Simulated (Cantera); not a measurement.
Gas-phase reforming

An isothermal, constant-pressure homogeneous reactor starts with CH4 : H2O : H2 = 1 : 2.9 : 1.6 (molar parts), at 2025 K and 53000 Pa.

Detailed kinetics in Cantera: GRI-Mech 3.0 (53 species, 325 reactions).

```json
[
 {"t (s)": "2.00e-5", "x CH4": "0.173", "x H2O": "0.525", "x H2": "0.295", "x CH2CO": "3.71e-8", "x O2": "2.34e-9", "x CO": "2.66e-5", "x C2H6": "0.000157"},
 {"t (s)": "6.44e-5", "x CH4": "0.142", "x H2O": "0.512", "x H2": "0.322", "x CH2CO": "1.07e-5", "x O2": "5.12e-8", "x CO": "0.000866", "x C2H6": "0.000347"},
 {"t (s)": "0.000207", "x CH4": "0.0841", "x H2O": "0.479", "x H2": "0.389", "x CH2CO": "7.68e-5", "x O2": "1.17e-7", "x CO": "0.00412", "x C2H6": "0.000131"},
 {"t (s)": "0.000668", "x CH4": "0.0358", "x H2O": "0.443", "x H2": "0.451", "x CH2CO": "0.000113", "x O2": "9.91e-8", "x CO": "0.0119", "x C2H6": "2.58e-5"},
 {"t (s)": "0.00215", "x CH4": "0.0150", "x H2O": "0.399", "x H2": "0.498", "x CH2CO": "9.83e-5", "x O2": "8.72e-8", "x CO": "0.0303", "x C2H6": "4.90e-6"},
 {"t (s)": "0.00692", "x CH4": "0.00951", "x H2O": "0.333", "x H2": "0.550", "x CH2CO": "4.78e-5", "x O2": "6.22e-8", "x CO": "0.0666", "x C2H6": "1.79e-6"},
 {"t (s)": "0.0223", "x CH4": "0.00430", "x H2O": "0.268", "x H2": "0.601", "x CH2CO": "9.56e-6", "x O2": "4.11e-8", "x CO": "0.107", "x C2H6": "3.23e-7"},
 {"t (s)": "0.0718", "x CH4": "0.000256", "x H2O": "0.243", "x H2": "0.621", "x CH2CO": "1.16e-7", "x O2": "3.42e-8", "x CO": "0.123", "x C2H6": "1.10e-9"},
 {"t (s)": "0.231", "x CH4": "1.31e-9", "x H2O": "0.243", "x H2": "0.622", "x CH2CO": "<1e-12", "x O2": "3.52e-8", "x CO": "0.123", "x C2H6": "<1e-12"},
 {"t (s)": "0.744", "x CH4": "1.18e-9", "x H2O": "0.243", "x H2": "0.622", "x CH2CO": "<1e-12", "x O2": "3.52e-8", "x CO": "0.123", "x C2H6": "<1e-12"},
 {"t (s)": "2.40", "x CH4": "1.18e-9", "x H2O": "0.243", "x H2": "0.622", "x CH2CO": "<1e-12", "x O2": "3.52e-8", "x CO": "0.123", "x C2H6": "<1e-12"},
 {"t (s)": "7.72", "x CH4": "1.18e-9", "x H2O": "0.243", "x H2": "0.622", "x CH2CO": "<1e-12", "x O2": "3.52e-8", "x CO": "0.123", "x C2H6": "<1e-12"},
 {"t (s)": "24.8", "x CH4": "1.18e-9", "x H2O": "0.243", "x H2": "0.622", "x CH2CO": "<1e-12", "x O2": "3.52e-8", "x CO": "0.123", "x C2H6": "<1e-12"},
 {"t (s)": "80.0", "x CH4": "1.18e-9", "x H2O": "0.243", "x H2": "0.622", "x CH2CO": "<1e-12", "x O2": "3.52e-8", "x CO": "0.123", "x C2H6": "<1e-12"}
]
```
x: mole fraction; the columns are a selection and need not sum to one.

Equilibrium at this temperature and pressure: CH4 1.42e-9, H2O 0.243, H2 0.622, CH2CO <1e-12, O2 3.52e-8, CO 0.123, C2H6 <1e-12 (gas phase only).
